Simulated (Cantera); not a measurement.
Thermodynamics of silicon epitaxy and polysilicon growth, feed SiH2Cl2 + Cl2 + N2

Charge: 1 mol SiH2Cl2, 0.68 mol Cl2, 6.5 mol N2, held at 1398 K.

These are equilibrium values from Cantera (NASA tables, ideal gas, pure condensed phases), not measurements of a reactor. Candidate condensed phases: NH4Cl, Si, Si3N4; 28 gas species. N2 is the only nitrogen source here; it is nearly inert below about 1500 K, so the nitride shown seldom forms there in practice. The tables' values for SiCl3 are old estimates; treat these amounts as uncertain. Rates play no part.

| P (Pa) | x N2 | x HCl | x SiCl2 | x SiCl4 | x H2 | x SiCl3 | n Si3N4(s) |
|---|---|---|---|---|---|---|---|
| 100 | 0.714 | 0.154 | 0.0807 | 0.00619 | 0.0339 | 0.0108 | 0.0400 |
| 230 | 0.717 | 0.165 | 0.0594 | 0.0135 | 0.0302 | 0.0137 | 0.0776 |
| 540 | 0.722 | 0.173 | 0.0383 | 0.0233 | 0.0287 | 0.0145 | 0.112 |
| 1300 | 0.727 | 0.176 | 0.0219 | 0.0332 | 0.0288 | 0.0130 | 0.138 |
| 2900 | 0.730 | 0.176 | 0.0124 | 0.0404 | 0.0298 | 0.0108 | 0.152 |
| 6800 | 0.733 | 0.174 | 0.00650 | 0.0462 | 0.0314 | 0.00838 | 0.160 |
| 16000 | 0.735 | 0.171 | 0.00332 | 0.0505 | 0.0334 | 0.00627 | 0.163 |
| 37000 | 0.737 | 0.167 | 0.00170 | 0.0536 | 0.0356 | 0.00462 | 0.164 |
| 86000 | 0.738 | 0.162 | 0.000862 | 0.0562 | 0.0379 | 0.00337 | 0.162 |
| 200000 | 0.740 | 0.158 | 0.000435 | 0.0583 | 0.0403 | 0.00244 | 0.160 |
x: gas mole fraction; n: condensed amount in mol.

From 0.00100 bar to 2.00 bar the condensed part is Si3N4(s). The main Si-bearing gas is SiCl2 at 0.00100 bar and SiCl4 at 2.00 bar. The share of Si in condensed phases is highest at 0.370 bar (49.1 %) and lowest at 0.00100 bar (12.0 %).
